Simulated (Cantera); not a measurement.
An isothermal, constant-pressure homogeneous reactor starts with 1.84 % CH₄, 1.16 % O₂, 97.0 % N₂, equivalence ratio 3.2, at 1450 K and 14300 Torr.

Computed with Cantera and GRI-Mech 3.0 (53 species, 325 reactions). The pressure lies above the range GRI-Mech 3.0 was tuned for (to about 10 atm).

One state of this run: x CH₄ = 0.00625; x O₂ = 0.000171; x CH₂CO = 6.46e-6; x O = 5.36e-10; x HCN = 7.17e-9. x: mole fraction; the columns are a selection and need not sum to one.

Question: Which value of t (s) does it belong to?
A. 0.000783
B. 0.0363
C. 0.248
D. 0.0949

Answer: B, 0.0363
